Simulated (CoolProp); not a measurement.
Dimethyl carbonate at several states: Z from the reference equation and from simpler models built on Tc = 557.0 K, pc = 4.909 MPa, ω = 0.346; each cubic takes its own stable root.

Computed with CoolProp (reference Helmholtz-energy equation of state, Zhou 2011).

| T (K) | p (MPa) | phase | reference |
|---|---|---|---|
| 292.1 | 0.699 | liquid | 0.02419 |
| 399.7 | 0.024 | gas | 0.9951 |
| 343.7 | 5.3 | liquid | 0.1657 |
| 506.5 | 0.0159 | gas | 0.9985 |

How far does each simpler model (van der Waals, Soave-Redlich-Kwong) lie from the reference over these 4 states: mean and median of the absolute difference, and the worst?


- van der Waals: mean 35.7 %, median 34.7 %, worst +73.3 % at 292.1 K and 0.699 MPa
- Soave-Redlich-Kwong: mean 6.2 %, median 5.9 %, worst +13.1 % at 292.1 K and 0.699 MPa
